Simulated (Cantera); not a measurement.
A closed system holds: 1 mol Ta(OEt)5, 0.11 mol O2, 61 mol H2, at 75.0 Torr.

Method: chemical equilibrium by Gibbs-energy minimisation in Cantera with the NASA 1993 tables (ideal gas, pure condensed phases). Candidate condensed phases: C, C6H6, C7H8, C8H18, H2O, Ta, TaC, Ta2O5; 113 gas species. The feed counts by its element totals alone. TaC: taken at fixed stoichiometry. Condensed phases not in the tables: Ta2C. Kinetics and transport are ignored.

x: gas mole fraction; n: condensed amount in mol.

```
T (K)   x H2       x H    x CO  x C2H2 (acetylene)     x CH4   x C2H    x C4H2  n C(graphite)  n TaC(s)
-----  -----  --------  ------  ------------------  --------  ------  --------  -------------  --------
1400   0.933   1.49e-5  0.0663             2.35e-6  0.000376  <1e-12  2.24e-12           3.75      1.00
1500   0.933   5.38e-5  0.0663             8.42e-6  0.000224  <1e-12  2.91e-11           3.76      1.00
1600   0.933  0.000166  0.0663             2.57e-5  0.000142       …  2.73e-10           3.77      1.00
1700   0.933  0.000450  0.0663             6.85e-5   9.54e-5       …   1.97e-9           3.76      1.00
1800   0.932   0.00109  0.0663            0.000164   6.69e-5       …   1.13e-8           3.75      1.00
1900   0.931   0.00242  0.0662            0.000355   4.87e-5       …   5.41e-8           3.72      1.00
2000   0.928   0.00495  0.0661            0.000713   3.66e-5       …   2.20e-7           3.66      1.00
2100   0.923   0.00947  0.0660             0.00133   2.81e-5       …   7.80e-7           3.57      1.00
2200   0.915    0.0170  0.0657             0.00234   2.20e-5       …   2.45e-6           3.40      1.00
2300   0.902    0.0291  0.0653             0.00390   1.74e-5       …   6.89e-6           3.15      1.00
2400   0.882    0.0472  0.0647             0.00615   1.38e-5       …   1.76e-5           2.78      1.00
2500   0.853    0.0734  0.0639             0.00923   1.09e-5       …   4.12e-5           2.24      1.00
2600   0.814     0.110  0.0627              0.0132   8.52e-6       …   8.87e-5           1.51      1.00
```

Problem. Some entries are withheld; supply them.

Solution. 
- 1600, x C2H: 1.54e-11
- 1700, x C2H: 1.85e-10
- 1800, x C2H: 1.68e-9
- 1900, x C2H: 1.21e-8
- 2000, x C2H: 7.13e-8
- 2100, x C2H: 3.54e-7
- 2200, x C2H: 1.51e-6
- 2300, x C2H: 5.67e-6
- 2400, x C2H: 1.89e-5
- 2500, x C2H: 5.71e-5
- 2600, x C2H: 0.000156
